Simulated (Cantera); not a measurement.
An isothermal, constant-pressure homogeneous reactor starts with C2H6 : N2 = 1 : 130 (molar parts), at 1825 K and 0.00340 bar.

Cantera simulation using GRI-Mech 3.0 (53 species, 325 reactions); the numbers are that mechanism's predictions, not measurements. GRI-Mech 3.0 stops at C3 and has no aromatics, soot or wall deposition, so with more carbon than oxygen in the feed, carbon stays in small species such as C2H2 where larger ones or solid carbon would form. Radical loss at walls, strong at low pressure, is not modelled.

**Question.** Predict: x(CH3) at 1.00 s; x(CH2) at 1.00 s; x(H2) at 1.00 s; x(C2H) at 1.00 s; x(HCN) at 1.00 s.

**Answer.** 
```json
{
 "x(CH3) at 1.00 s": "2.41e-5 (gas-phase equilibrium 8.28e-9)",
 "x(CH2) at 1.00 s": "5.12e-7 (gas-phase equilibrium 5.99e-10)",
 "x(H2) at 1.00 s": "0.0148 (gas-phase equilibrium 0.0146)",
 "x(C2H) at 1.00 s": "1.40e-6 (gas-phase equilibrium 3.16e-7)",
 "x(HCN) at 1.00 s": "0.000147 (gas-phase equilibrium 0.0140)"
}
```
